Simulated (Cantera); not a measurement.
A Cantera script and what it prints.

```python
import numpy as np
import cantera as ct

gas_names = [...]  # 109 gases of nasa_gas.yaml made of C, Cl, H, Si
cond_names = """
    C(gr) C6H6(L) C7H8(L) C8H18(L),n-octa Si(cr) Si(L) SiC(b)
""".split()


# ... load() reads the species with a 1 bar reference pressure and builds the phases ...
atoms = {
    'SiCl4': {'Si': 1, 'CL': 4},
    'C3H8': {'C': 3, 'H': 8},
    'H2': {'H': 2},
}
top_T = {'C(gr)': 4500, 'SiC(b)': 3050}  # K; cautious upper limits of use, not melting points


# ... equilibrate(T, P, feed) seeds the gas with the atoms and calls Mixture.equilibrate('TP', solver="vcs", rtol=1e-11, max_steps=5000) ...
results = []
T = 2450  # K
P = 133.322  # Pa
for m in [1.5, 3.1, 4.8, 6.4, 8, 9.6, 11, 13, 15, 16, 18, 19]:
    feed = {'SiCl4': 1, 'C3H8': 0.11, 'H2': m}  # mol
    mix = equilibrate(T, P, feed)
    results.append((T, P, feed, dict(zip(mix.species_names, mix.species_moles))))

top = {s: max(r[3][s] / sum(r[3][g] for g in gas_names) for r in results) for s in gas_names}
cols = sorted((s for s in top if top[s] > 1e-05), key=lambda s: -top[s])[:7]
seen = [c for c in cond_names if any(r[3].get(c, 0) > 1e-12 for r in results)]
print("log10 of partial pressures in bar; condensed amounts in mol")
print(f"{'n(H2)':>10s}" + "".join(f"{s[:9]:>10s}" for s in cols + seen))
for T, P, feed, n in results:
    ng = sum(n[g] for g in gas_names)
    print(f"{feed['H2']:10.4g}" + "".join(f"{np.log10(max(n[s] / ng * P / 1e5, 1e-99)):10.3f}" for s in cols)
          + "".join(f"{n.get(c, 0):10.4g}" for c in seen))
```

It prints:

```
log10 of partial pressures in bar; condensed amounts in mol
     n(H2)        H2         H        CL       HCL        Si     SiCL2      SiC2     C(gr)
       1.5    -3.874    -3.634    -3.382    -3.473    -3.926    -4.321    -4.575   0.05609
       3.1    -3.597    -3.495    -3.549    -3.501    -3.981    -4.711    -4.640         0
       4.8    -3.463    -3.429    -3.675    -3.561    -4.041    -5.023    -4.761         0
       6.4    -3.391    -3.393    -3.767    -3.617    -4.096    -5.262    -4.857         0
         8    -3.344    -3.369    -3.843    -3.669    -4.146    -5.465    -4.940         0
       9.6    -3.310    -3.352    -3.908    -3.717    -4.192    -5.640    -5.013         0
        11    -3.288    -3.341    -3.957    -3.755    -4.229    -5.776    -5.072         0
        13    -3.264    -3.329    -4.019    -3.805    -4.277    -5.949    -5.148         0
        15    -3.245    -3.320    -4.074    -3.851    -4.320    -6.101    -5.216         0
        16    -3.237    -3.316    -4.099    -3.872    -4.341    -6.171    -5.248         0
        18    -3.225    -3.309    -4.145    -3.911    -4.378    -6.300    -5.308         0
        19    -3.219    -3.307    -4.166    -3.929    -4.396    -6.360    -5.336         0
```

These are equilibrium values from Cantera (NASA tables, ideal gas, pure condensed phases), not measurements of a reactor. The tables' values for SiCl, SiCl3 are old estimates; treat these amounts as uncertain.
